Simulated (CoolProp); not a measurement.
Model: reference Helmholtz-energy equation of state, Smukala 2000, in CoolProp.

Problem. For ethylene, give the phase and the Z, cv (kJ/(kg K)), speed of sound (m/s), isothermal compressibility (1/MPa) at 224.4 K and 5.67 MPa.

Solution. 
- 224.4 K and 5.67 MPa: liquid; Z 0.174, cv 1.32, speed of sound 942, isothermal compressibility 0.00455
